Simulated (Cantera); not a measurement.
# Equilibrium for aluminium nitride and oxide growth: Al(CH3)3 + H2O + N2 + CO2

A closed system holds: 1 mol Al(CH3)3, 4.3 mol H2O, 610 mol N2, 0.055 mol CO2, equilibrated at 55.0 mbar.

Method: chemical equilibrium by Gibbs-energy minimisation in Cantera with the NASA 1993 tables (ideal gas, pure condensed phases). Candidate condensed phases: Al, AlN, Al2O3, C, C6H6, C7H8, C8H18, H2O; 148 gas species. The feed counts by its element totals alone. Mutual solubility and eutectic melting of coexisting phases are not modelled. Equilibrium is a limit: real reactors are often held back by kinetics, nucleation or transport.

```csv
T (K),x N2,x H2,x CO,x HCN,n Al2O3(s),n C(graphite),n AlN(s)
875,0.981,0.0141,0.00464,6.18e-8,0.500,0.159,0
950,0.981,0.0141,0.00467,2.63e-7,0.500,0.147,0
1025,0.981,0.0142,0.00468,9.04e-7,0.500,0.145,0
1100,0.981,0.0142,0.00468,2.62e-6,0.500,0.143,0
1175,0.981,0.0142,0.00468,6.62e-6,0.500,0.141,0
1250,0.981,0.0141,0.00468,1.49e-5,0.500,0.136,0
1325,0.981,0.0141,0.00490,1.73e-5,0.455,0,0.0894
1400,0.981,0.0141,0.00490,1.08e-5,0.454,0,0.0922
```
x: gas mole fraction; n: condensed amount in mol.

From 875 K to 1250 K the condensed part is Al2O3(s) + C(graphite). From 1325 K to 1400 K the condensed part is AlN(s) + Al2O3(s).
